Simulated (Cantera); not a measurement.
Input: 1 mol CF4, 8.6 mol H2, held at 0.0428 Torr.

These are equilibrium values from Cantera (NASA tables, ideal gas, pure condensed phases), not measurements of a reactor. Candidate condensed phases: C, C6H6, C7H8, C8H18; 110 gas species. Ions and electrons are included (thermal ionisation). Kinetics and transport are ignored.

x: gas mole fraction; n: condensed amount in mol.

```json
[
 {"T (K)": "2000", "x H": "0.152", "x H2": "0.499", "x HF": "0.349", "x F": "4.37e-5", "x C": "5.34e-7", "n C(graphite)": "0.991"},
 {"T (K)": "2500", "x H": "0.704", "x H2": "0.0446", "x HF": "0.230", "x F": "0.00759", "x C": "0.00292", "n C(graphite)": "0.443"},
 {"T (K)": "3000", "x H": "0.766", "x H2": "?", "x HF": "?", "x F": "?", "x C": "0.0420", "n C(graphite)": "0"},
 {"T (K)": "3500", "x H": "0.774", "x H2": "9.80e-5", "x HF": "0.00168", "x F": "0.179", "x C": "0.0450", "n C(graphite)": "0"},
 {"T (K)": "4000", "x H": "0.775", "x H2": "?", "x HF": "?", "x F": "0.180", "x C": "0.0450", "n C(graphite)": "0"},
 {"T (K)": "4500", "x H": "0.774", "x H2": "2.86e-6", "x HF": "1.74e-5", "x F": "0.180", "x C": "0.0447", "n C(graphite)": "0"},
 {"T (K)": "5000", "x H": "0.773", "x H2": "8.24e-7", "x HF": "3.46e-6", "x F": "0.180", "x C": "0.0434", "n C(graphite)": "0"}
]
```

### Question
Some entries are withheld; supply them.

### Answer

- 4000, x H2: 1.35e-5
- 4000, x HF: 0.000129
- 3000, x H2: 0.00134
- 3000, x HF: 0.0414
- 3000, x F: 0.146
